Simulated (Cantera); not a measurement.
What does this Cantera script print?

```python
import numpy as np
import cantera as ct

gas = ct.Solution("gri30.yaml")
gas.TPX = 998, 2600, {'H2': 0.029, 'O2': 1}
reactor = ct.IdealGasConstPressureReactor(gas, energy="off", clone=False)
net = ct.ReactorNet([reactor])
net.rtol, net.atol = 1e-08, 1e-18
show = ['H2', 'O2', 'H', 'O', 'OH']
times = np.geomspace(1e-05, 1, 13)

steps = ct.SolutionArray(gas, extra=["t"])
rows = []
print(f"{'t/s':>10s}{'T/K':>9s}{'P/Pa':>11s}" + "".join(f"{s:>11s}" for s in show))
for t in times:
    while net.time < t:
        t_next = net.step()
        steps.append(gas.state, t=t_next)
    rows.append([np.interp(t, steps.t, y) for y in (steps.T, steps.P, *steps(*show).X.T)])
    print(f"{t:10.3e}{rows[-1][0]:9.1f}{rows[-1][1]:11.4g}" + "".join(f"{x:11.3e}" for x in rows[-1][2:]))
rate = np.gradient(steps.T, steps.t)
print("integrator steps:", len(steps.t))
if steps.T.max() > steps.T[0] + 200:
    print(f"time of steepest temperature rise: {steps.t[rate.argmax()]:.4e} s")
gas.TPX = 998, 2600, {'H2': 0.029, 'O2': 1}
gas.equilibrate("TP")
print(f"equilibrium (TP): T = {gas.T:.1f} K  " + "  ".join(f"{s} {gas[s].X[0]:.3e}" for s in show))
```

Output:

```
       t/s      T/K       P/Pa         H2         O2          H          O         OH
 1.000e-05    998.0       2600  2.818e-02  9.718e-01  4.570e-12  3.403e-13  3.316e-13
 2.610e-05    998.0       2600  2.818e-02  9.718e-01  1.082e-11  2.136e-12  1.997e-12
 6.813e-05    998.0       2600  2.818e-02  9.718e-01  2.373e-11  1.237e-11  1.045e-11
 1.778e-04    998.0       2600  2.818e-02  9.718e-01  5.487e-11  6.723e-11  4.610e-11
 4.642e-04    998.0       2600  2.818e-02  9.718e-01  2.148e-10  4.550e-10  2.461e-10
 1.212e-03    998.0       2600  2.818e-02  9.718e-01  4.374e-09  1.099e-08  5.442e-09
 3.162e-03    998.0       2600  2.814e-02  9.718e-01  9.385e-06  2.369e-05  1.169e-05
 8.254e-03    998.0       2600  8.823e-04  9.612e-01  2.579e-03  8.582e-03  1.149e-03
 2.154e-02    998.0       2600  9.674e-05  9.688e-01  2.193e-04  2.336e-03  3.675e-04
 5.623e-02    998.0       2600  1.635e-05  9.709e-01  1.628e-05  4.341e-04  1.473e-04
 1.468e-01    998.0       2600  2.518e-06  9.713e-01  1.093e-06  7.175e-05  5.987e-05
 3.831e-01    998.0       2600  3.841e-07  9.714e-01  8.181e-08  1.263e-05  2.548e-05
 1.000e+00    998.0       2600  6.574e-08  9.714e-01  7.930e-09  2.653e-06  1.176e-05
integrator steps: 1308
equilibrium (TP): T = 998.0 K  H2 1.491e-11  O2 9.714e-01  H 5.184e-14  O 9.102e-10  OH 2.165e-07
```

Computed with Cantera and GRI-Mech 3.0 (53 species, 325 reactions). Radical loss at walls, strong at low pressure, is not modelled.
